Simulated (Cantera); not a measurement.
A Cantera script and what it prints.

```python
import numpy as np
import cantera as ct

gas_names = """
    C CH CH2 CH3 CH2OH CH3O CH4 CH3OH CO CO2 COOH C2 C2H CHCO,ketyl C2H2,acetylene C2H2,vinylidene
    CH2CO,ketene C2H3,vinyl CH3CO,acetyl C2H4 C2H4O,ethylen CH3CHO,ethanal CH3COOH (HCOOH)2 C2H5 C2H6
    CH3OCH3 C2H5OH C2O C3 C3H3,propargyl C3H4,allene C3H4,propyne C3H4,cyclo- C3H5,allyl C3H6,propylene
    C3H6,cyclo- C3H6O C3H7,n-propyl C3H7,i-propyl C3H8 C3H8O,1propanol C3H8O,2propanol C3O2 C4 C4H2
    C4H4,1,3-cyclo- C4H6,butadiene C4H6,2-butyne C4H6,cyclo- C4H8,1-butene C4H8,cis2-buten
    C4H8,tr2-butene C4H8,isobutene C4H8,cyclo- (CH3COOH)2 C4H9,n-butyl C4H9,i-butyl C4H9,s-butyl
    C4H9,t-butyl C4H10,isobutane C4H10,n-butane C5 C5H6,1,3cyclo- C5H8,cyclo- C5H10,1-pentene
    C5H10,cyclo- C5H11,pentyl C5H11,t-pentyl C5H12,n-pentane C5H12,i-pentane CH3C(CH3)2CH3 C6H2
    C6H5,phenyl C6H5O,phenoxy C6H6 C6H5OH,phenol C6H10,cyclo- C6H12,1-hexene C6H12,cyclo- C6H13,n-hexyl
    C7H7,benzyl C7H8 C7H8O,cresol C7H14,1-heptene C7H15,n-heptyl C7H16,n-heptane C8H8,styrene
    C8H10,ethylbenz C8H16,1-octene C8H17,n-octyl C8H18,isooctane C8H18,n-octane C9H19,n-nonyl
    C10H8,naphthale C10H21,n-decyl C12H9,o-bipheny C12H10,bipheny H HCO HO2 H2 HCHO,formaldehy HCOOH H2O
    H2O2 O OH O2 O3 Ti TiO TiO2
""".split()
cond_names = """
    C(gr) C6H6(L) C7H8(L) C8H18(L),n-octa H2O(s) H2O(L) Ti(a) Ti(b) Ti(L) TiC(s) TiC(L) TiO(a) TiO(b)
    TiO(L) TiO2(ru) TiO2(L) Ti2O3(a) Ti2O3(b) Ti2O3(L) Ti3O5(a) Ti3O5(b) Ti3O5(L) Ti4O7(s) Ti4O7(L)
""".split()


def load(file, names, dense=False):
    # The tables refer to 1 bar. Condensed volumes are neglected.
    table = {s.name: s for s in ct.Species.list_from_file(file)}
    out = []
    for n in names:
        d = dict(table[n].input_data)
        d["thermo"] = dict(d["thermo"], **{"reference-pressure": 1e5})
        if dense:
            d["equation-of-state"] = {"model": "constant-volume", "density": "1e6 g/cm^3"}
        out.append(ct.Species.from_dict(d))
    return out


gas = ct.Solution(thermo="ideal-gas", species=load("nasa_gas.yaml", gas_names))
cond = {s.name: ct.Solution(thermo="fixed-stoichiometry", species=[s], name=s.name)
        for s in load("nasa_condensed.yaml", cond_names, dense=True)}
atoms = {
    'Ti(OiPr)4': {'Ti': 1, 'C': 12, 'H': 28, 'O': 4},
    'H2': {'H': 2},
    'H2O': {'H': 2, 'O': 1},
}
top_T = {'C(gr)': 4500}  # K; cautious upper limits of use, not melting points


def equilibrate(T, P, feed):
    n = {}
    for name, mol in feed.items():
        for a, k in atoms[name].items():
            n[a] = n.get(a, 0.0) + k * mol
    gas.TPX = T, P, n
    mass = sum(n.values()) * gas.mean_molecular_weight
    gas.equilibrate("TP")
    valid = [c for c in cond.values() if c.min_temp <= T <= top_T.get(c.name, c.max_temp)]
    mix = ct.Mixture([(gas, mass / gas.mean_molecular_weight)] + [(c, 0.0) for c in valid])
    mix.T, mix.P = T, P
    mix.equilibrate("TP", solver="vcs", rtol=1e-11, max_steps=5000)
    return mix


results = []
P = 25000  # Pa
for T in [1323, 1398, 1473, 1548, 1623, 1698, 1773, 1848, 1923]:
    for m in [1.3, 2, 3, 4.6, 6.9, 11, 16, 24, 37, 56, 84]:
        feed = {'Ti(OiPr)4': 1, 'H2': m, 'H2O': 2.7}  # mol
        mix = equilibrate(T, P, feed)
        results.append((T, P, feed, dict(zip(mix.species_names, mix.species_moles))))

for T, P, feed, n in results:
    print(f"{T:7g} {feed['H2']:10.4g}  " + (" + ".join(c for c in cond_names if n.get(c, 0) > 1e-12) or "gas only"))
```

Result:

```
   1323        1.3  C(gr) + Ti3O5(b)
   1323          2  C(gr) + Ti3O5(b)
   1323          3  C(gr) + Ti3O5(b)
   1323        4.6  C(gr) + Ti3O5(b)
   1323        6.9  C(gr) + Ti3O5(b)
   1323         11  C(gr) + Ti3O5(b)
   1323         16  C(gr) + Ti3O5(b)
   1323         24  C(gr) + Ti3O5(b)
   1323         37  C(gr) + Ti3O5(b)
   1323         56  C(gr) + Ti3O5(b)
   1323         84  C(gr) + TiC(s)
   1398        1.3  C(gr) + TiC(s) + Ti3O5(b)
   1398          2  C(gr) + TiC(s) + Ti3O5(b)
   1398          3  C(gr) + TiC(s) + Ti3O5(b)
   1398        4.6  C(gr) + TiC(s) + Ti3O5(b)
   1398        6.9  C(gr) + TiC(s)
   1398         11  C(gr) + TiC(s)
   1398         16  C(gr) + TiC(s)
   1398         24  C(gr) + TiC(s)
   1398         37  C(gr) + TiC(s)
   1398         56  C(gr) + TiC(s)
   1398         84  C(gr) + TiC(s)
   1473        1.3  C(gr) + TiC(s)
   1473          2  C(gr) + TiC(s)
   1473          3  C(gr) + TiC(s)
   1473        4.6  C(gr) + TiC(s)
   1473        6.9  C(gr) + TiC(s)
   1473         11  C(gr) + TiC(s)
   1473         16  C(gr) + TiC(s)
   1473         24  C(gr) + TiC(s)
   1473         37  C(gr) + TiC(s)
   1473         56  C(gr) + TiC(s)
   1473         84  C(gr) + TiC(s)
   1548        1.3  C(gr) + TiC(s)
   1548          2  C(gr) + TiC(s)
   1548          3  C(gr) + TiC(s)
   1548        4.6  C(gr) + TiC(s)
   1548        6.9  C(gr) + TiC(s)
   1548         11  C(gr) + TiC(s)
   1548         16  C(gr) + TiC(s)
   1548         24  C(gr) + TiC(s)
   1548         37  C(gr) + TiC(s)
   1548         56  C(gr) + TiC(s)
   1548         84  C(gr) + TiC(s)
   1623        1.3  C(gr) + TiC(s)
   1623          2  C(gr) + TiC(s)
   1623          3  C(gr) + TiC(s)
   1623        4.6  C(gr) + TiC(s)
   1623        6.9  C(gr) + TiC(s)
   1623         11  C(gr) + TiC(s)
   1623         16  C(gr) + TiC(s)
   1623         24  C(gr) + TiC(s)
   1623         37  C(gr) + TiC(s)
   1623         56  C(gr) + TiC(s)
   1623         84  C(gr) + TiC(s)
   1698        1.3  C(gr) + TiC(s)
   1698          2  C(gr) + TiC(s)
   1698          3  C(gr) + TiC(s)
   1698        4.6  C(gr) + TiC(s)
   1698        6.9  C(gr) + TiC(s)
   1698         11  C(gr) + TiC(s)
   1698         16  C(gr) + TiC(s)
   1698         24  C(gr) + TiC(s)
   1698         37  C(gr) + TiC(s)
   1698         56  C(gr) + TiC(s)
   1698         84  C(gr) + TiC(s)
   1773        1.3  C(gr) + TiC(s)
   1773          2  C(gr) + TiC(s)
   1773          3  C(gr) + TiC(s)
   1773        4.6  C(gr) + TiC(s)
   1773        6.9  C(gr) + TiC(s)
   1773         11  C(gr) + TiC(s)
   1773         16  C(gr) + TiC(s)
   1773         24  C(gr) + TiC(s)
   1773         37  C(gr) + TiC(s)
   1773         56  C(gr) + TiC(s)
   1773         84  C(gr) + TiC(s)
   1848        1.3  C(gr) + TiC(s)
   1848          2  C(gr) + TiC(s)
   1848          3  C(gr) + TiC(s)
   1848        4.6  C(gr) + TiC(s)
   1848        6.9  C(gr) + TiC(s)
   1848         11  C(gr) + TiC(s)
   1848         16  C(gr) + TiC(s)
   1848         24  C(gr) + TiC(s)
   1848         37  C(gr) + TiC(s)
   1848         56  C(gr) + TiC(s)
   1848         84  C(gr) + TiC(s)
   1923        1.3  C(gr) + TiC(s)
   1923          2  C(gr) + TiC(s)
   1923          3  C(gr) + TiC(s)
   1923        4.6  C(gr) + TiC(s)
   1923        6.9  C(gr) + TiC(s)
   1923         11  C(gr) + TiC(s)
   1923         16  C(gr) + TiC(s)
   1923         24  C(gr) + TiC(s)
   1923         37  C(gr) + TiC(s)
   1923         56  C(gr) + TiC(s)
   1923         84  C(gr) + TiC(s)
```

Method: chemical equilibrium by Gibbs-energy minimisation in Cantera with the NASA 1993 tables (ideal gas, pure condensed phases). The feed counts by its element totals alone. Mutual solubility and eutectic melting of coexisting phases are not modelled. TiC: taken at fixed stoichiometry.
